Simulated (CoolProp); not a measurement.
Vapour-liquid equilibrium of n-octane (1) + o-xylene (2) at 0.0034 MPa; x and y are mole fractions of (1).

Model: multi-fluid Helmholtz-energy mixture model, Beckmüller 2019 and Zhou 2012; pair parameters Bell 2016, in CoolProp.

### Question
Give the bubble temperature and the first vapour's composition at x = 0.15, 0.65, 0.95. Is there an azeotrope?

### Answer
x = 0.15: 319.8 K, y = 0.275; x = 0.65: 312.6 K, y = 0.782; x = 0.95: 309.6 K, y = 0.972. No azeotrope shows between x = 0.05 and 0.95.

The pair parameters rest on a limited set of measurements; away from them the model extrapolates.
